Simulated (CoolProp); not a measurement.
Vapour-liquid equilibrium of n-pentane (1) + acetone (2) at 10.15 °C; x and y are mole fractions of (1).

Model: multi-fluid Helmholtz-energy mixture model, Thol 2019 and Lemmon 2006; pair parameters Bell 2016, in CoolProp.

```tsv
x	bubble pressure (bar)	y at the bubble point	dew pressure at overall composition x (bar)	liquid density (mol/L)
0.05	0.2438	0.386	[?]	13.41
0.15	0.3470	0.597	[?]	12.70
0.25	0.3941	0.663	0.2035	12.05
0.35	0.4143	[?]	0.2316	11.46
0.45	0.4227	0.705	0.2683	10.93
0.55	0.4268	0.714	0.3177	10.45
0.65	0.4298	0.726	0.3841	10.02
0.75	0.4313	0.748	0.4313	9.625
0.85	0.4271	0.794	0.4165	9.273
0.95	0.4056	0.898	0.3930	8.958
```

Question: Some entries are withheld; supply them.

Answer: 
- 0.05, dew pressure at overall composition x (bar): 0.1634
- 0.15, dew pressure at overall composition x (bar): 0.1813
- 0.35, y at the bubble point: 0.691

y crosses x between x = 0.65 and 0.75: the model has an azeotrope there.

The pair parameters rest on a limited set of measurements; away from them the model extrapolates. With so large a gap from Raoult's law the liquid may split in two, which this calculation doesn't test in full.
